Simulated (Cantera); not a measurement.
Charge: 1 mol CO₂, 0.24 mol O₂, 7.8 mol H₂, equilibrated at 750 K and 1.00 bar.

These are equilibrium values from Cantera (NASA tables, ideal gas, pure condensed phases), not measurements of a reactor. Candidate condensed phases: C, C₆H₆, C₇H₈, C₈H₁₈, H₂O; 110 gas species. Rates play no part.

Base state: H₂ 0.507, H₂O 0.348, CH₄ 0.138, CO₂ 0.00535, CO 0.00127 (mole fractions); condensed: gas only.

**Question.** What changes in the equilibrium state with this change: pressure from 1.00 bar to 0.000220 bar?

**Answer.** 
```json
[
 {"species": "H₂", "before": "0.507", "after": "0.772"},
 {"species": "H₂O", "before": "0.348", "after": "0.114"},
 {"species": "CO", "before": "0.00127", "after": "0.0596"},
 {"species": "CH₄", "before": "0.138", "after": "3.38e-6"},
 {"species": "CO₂", "before": "0.00535", "after": "0.0540"}
]
```
